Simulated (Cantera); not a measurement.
# Equilibrium for tantalum, niobium, vanadium and zirconium in process gases: Nb + N2O

Feed: 1 mol Nb, 11 mol N2O, held at 0.0440 bar.

Equilibrium computed with Cantera from the NASA thermochemical tables; the gas is ideal and each condensed phase is pure. Candidate condensed phases: Nb, NbO, NbO2, Nb2O5; 12 gas species. Condensed phases not in the tables: the oxides between NbO2 and Nb2O5. Equilibrium is a limit: real reactors are often held back by kinetics, nucleation or transport.

| T (K) | x N2 | x O2 | x O | x NO | x NbO2 | x NO2 | x NbO | n Nb2O5(l) |
|---|---|---|---|---|---|---|---|---|
| 1950 | 0.717 | 0.274 | 0.00113 | 0.00725 | 7.74e-7 | 3.29e-6 | <1e-12 | 0.500 |
| 2050 | 0.716 | 0.272 | 0.00242 | 0.00951 | 5.52e-6 | 3.63e-6 | 1.18e-11 | 0.500 |
| 2150 | 0.713 | 0.270 | 0.00484 | 0.0121 | 3.24e-5 | 3.96e-6 | 2.05e-10 | 0.500 |
| 2250 | 0.710 | 0.265 | 0.00906 | 0.0151 | 0.000160 | 4.25e-6 | 2.73e-9 | 0.499 |
| 2350 | 0.706 | 0.259 | 0.0160 | 0.0183 | 0.000686 | 4.50e-6 | 2.91e-8 | 0.495 |
| 2450 | 0.698 | 0.250 | 0.0269 | 0.0216 | 0.00259 | 4.67e-6 | 2.55e-7 | 0.480 |
| 2550 | 0.686 | 0.238 | 0.0429 | 0.0249 | 0.00874 | 4.72e-6 | 1.90e-6 | 0.431 |
x: gas mole fraction; n: condensed amount in mol.

From 1950 K to 2550 K the condensed part is Nb2O5(l). The main Nb-bearing gas is NbO2 throughout.
